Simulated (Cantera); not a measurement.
Feed: 1 mol n-butane, 3.8 mol H2O, a varied amount of H2, at 2148 K and 0.0160 bar.

Equilibrium computed with Cantera from the NASA thermochemical tables; the gas is ideal and each condensed phase is pure. Candidate condensed phases: C, C6H6, C7H8, C8H18, H2O; 110 gas species. Kinetics and transport are ignored.

### Question
At 44 mol H2, list the 4 most abundant gas species with their mole fractions, and the condensed phases.

### Answer
H2 0.901, CO 0.0661, H 0.0313, C2H2 (acetylene) 0.00173. Condensed: C(graphite).
